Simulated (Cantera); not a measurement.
Source: NASA polynomial tables (part measured, part estimated), evaluated in Cantera. Values are per mole of reaction as written; species without (g) are pure solids or liquids, kept so even where they would boil at 1 bar.

Problem. Between 1198 and 2548 K, where is each reaction favourable under standard conditions?
- 2 PH₃(g) + 4 NO₂(g) = 6 OH(g) + P₂(g) + 2 N₂O(g)

Solution. 
- 2 PH₃(g) + 4 NO₂(g) = 6 OH(g) + P₂(g) + 2 N₂O(g): ΔG° is -86 kJ at 1198 K and -633 kJ at 2548 K; it stays negative (K > 1). ΔH° is 384 kJ and ΔS° 399 J/K at 2548 K.
